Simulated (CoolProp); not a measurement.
Vapour-liquid equilibrium of R22 (1) + cyclohexane (2) at 328.6 K; x and y are mole fractions of (1).

Values from CoolProp's multi-fluid Helmholtz-energy mixture model, Kamei 1995 and Zhou 2014; pair parameters Bell 2016.

```tsv
x	bubble pressure, mixture model (kPa)	bubble pressure, Raoult's law (kPa)	y, mixture model	y, Raoult's law
0.05	248.1	151.9	0.818	0.723
0.2	741.3	474.8	0.938	0.925
0.35	1081	797.7	0.957	0.964
0.5	1322	1121	0.966	0.980
0.65	1524	1444	0.973	0.989
0.8	1749	1766	0.981	0.995
0.95	2060	2089	0.994	0.999
```

The largest gap from Raoult's law is +63.3 % in bubble pressure, at x = 0.05. No azeotrope shows between x = 0.05 and 0.95.

Pair parameters are fitted to limited data, so mixtures are less certain than the pure fluids. The gap from Raoult's law changes sign with composition, which may be real or a fault of the pair parameters; it wasn't checked against measurements. With so large a gap from Raoult's law the liquid may split in two, which this calculation doesn't test in full.
